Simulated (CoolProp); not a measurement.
R1123 along the isotherm 206.85 °C: density (kg/m³) from the reference equation and from simpler models built on Tc = 58.6 °C, pc = 4549 kPa, ω = 0.243; each cubic takes its own stable root.

Values from CoolProp's reference Helmholtz-energy equation of state, Akasaka 2020.

```json
[
 {"p (kPa)": "63.2", "phase": "gas", "reference": "1.300", "ideal gas": "1.299", "van der Waals": "1.301", "Redlich-Kwong": "1.301"},
 {"p (kPa)": "112", "phase": "gas", "reference": "2.307", "ideal gas": "2.302", "van der Waals": "2.308", "Redlich-Kwong": "2.308"},
 {"p (kPa)": "200", "phase": "gas", "reference": "4.126", "ideal gas": "4.111", "van der Waals": "4.131", "Redlich-Kwong": "4.130"},
 {"p (kPa)": "356", "phase": "gas", "reference": "7.366", "ideal gas": "7.317", "van der Waals": "7.384", "Redlich-Kwong": "7.380"},
 {"p (kPa)": "632", "phase": "gas", "reference": "13.15", "ideal gas": "12.99", "van der Waals": "13.20", "Redlich-Kwong": "13.19"},
 {"p (kPa)": "1120", "phase": "gas", "reference": "23.52", "ideal gas": "23.02", "van der Waals": "23.70", "Redlich-Kwong": "23.66"},
 {"p (kPa)": "2000", "phase": "gas", "reference": "42.71", "ideal gas": "41.11", "van der Waals": "43.35", "Redlich-Kwong": "43.17"},
 {"p (kPa)": "3560", "phase": "gas", "reference": "78.35", "ideal gas": "73.17", "van der Waals": "80.70", "Redlich-Kwong": "79.88"},
 {"p (kPa)": "6320", "phase": "supercritical", "reference": "146.5", "ideal gas": "129.9", "van der Waals": "156.1", "Redlich-Kwong": "151.6"},
 {"p (kPa)": "11200", "phase": "supercritical", "reference": "279.7", "ideal gas": "230.2", "van der Waals": "314.6", "Redlich-Kwong": "294.1"},
 {"p (kPa)": "20000", "phase": "supercritical", "reference": "502.9", "ideal gas": "411.1", "van der Waals": "515.1", "Redlich-Kwong": "519.7"}
]
```
